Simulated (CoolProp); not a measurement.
Dodecamethylcyclohexasiloxane (D6) along the isotherm 346.85 °C: density (kg/m³) from the reference equation and from simpler models built on Tc = 372.6 °C, pc = 0.9614 MPa, ω = 0.736; each cubic takes its own stable root.

The numbers come from the reference Helmholtz-energy equation of state, Colonna 2008 in CoolProp. It is a short technical equation, of lower accuracy than the large ones.

```csv
p (MPa),phase,reference
0.032,gas,2.807
0.0641,gas,5.718
0.0961,gas,8.722
0.128,gas,11.83
0.16,gas,15.06
0.192,gas,18.42
0.224,gas,21.91
0.256,gas,25.56
0.288,gas,29.38
0.32,gas,33.39
0.353,gas,37.73
0.385,gas,42.19
0.417,gas,46.90
0.449,gas,51.93
0.481,gas,57.32
```

How far does each simpler model (van der Waals, Peng-Robinson) lie from the reference over these 15 states: mean and median of the absolute difference, and the worst?


- van der Waals: mean 4.8 %, median 4.5 %, worst -9.8 % at 346.85 °C and 0.481 MPa
- Peng-Robinson: mean 1.0 %, median 1.0 %, worst -1.7 % at 346.85 °C and 0.481 MPa
